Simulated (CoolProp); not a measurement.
Properties of octamethylcyclotetrasiloxane (D4) along the isobar 5.42 MPa.

The numbers come from the reference Helmholtz-energy equation of state, Thol 2015 in CoolProp.

```tsv
T (K)	phase	density (kg/m³)	cv (kJ/(kg K))	speed of sound (m/s)	Joule-Thomson coefficient (K/MPa)	expansivity (1/kK)	fugacity coefficient
350.3	liquid	901.3	1.482	794.1	-0.3614	1.220	0.001066
358.7	liquid	892.0	1.500	770.4	-0.3515	1.236	0.001569
367.1	liquid	882.7	1.519	…	-0.3412	1.254	0.002255
375.4	liquid	873.5	1.539	724.7	-0.3305	1.272	0.003157
383.8	liquid	864.2	1.558	702.4	-0.3193	1.292	0.004349
392.2	liquid	854.8	1.578	680.5	-0.3076	1.313	0.005877
400.5	liquid	845.4	1.597	659.3	-0.2955	1.335	0.007777
408.9	liquid	835.9	1.617	638.2	-0.2827	1.358	0.01016
417.3	liquid	826.4	…	617.6	-0.2693	1.383	0.01307
425.6	liquid	816.8	1.657	597.6	-0.2553	1.410	0.01653
434	liquid	…	1.677	577.7	-0.2404	1.439	0.02069
442.4	liquid	797.3	…	558.2	-0.2246	1.469	0.02557
450.7	liquid	787.6	1.716	539.3	-0.2081	1.501	0.03118
459.1	liquid	777.6	1.735	520.6	-0.1903	1.536	0.03769
467.5	liquid	767.5	1.754	502.2	-0.1713	1.574	0.04509
```

### Question
Some entries are withheld; supply them.

### Answer

- 367.1, speed of sound (m/s): 747.2
- 417.3, cv (kJ/(kg K)): 1.637
- 434, density (kg/m³): 807.1
- 442.4, cv (kJ/(kg K)): 1.696
